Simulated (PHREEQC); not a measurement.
A solution holds 1.1 mmol/kgw HF, 0.29 mmol/kgw KF and 4.5 mmol/kgw H2SO4, at 20 °C and 300 atm. Closed to the air; pH follows from the charge balance.

The numbers come from PHREEQC with the ion-association model, phreeqc.dat.

Problem. The ionic strength comes out as 0.0115 mol/kgw. What activity coefficients do KSO4-, K+, SO4-2, HSO4-, H+ get?

Solution. KSO4- 0.90, K+ 0.90, SO4-2 0.66, HSO4- 0.90, H+ 0.91.

Precipitation was switched off in this run. Under pressure, the constants of complexes without a molar volume in the database are unreliable.
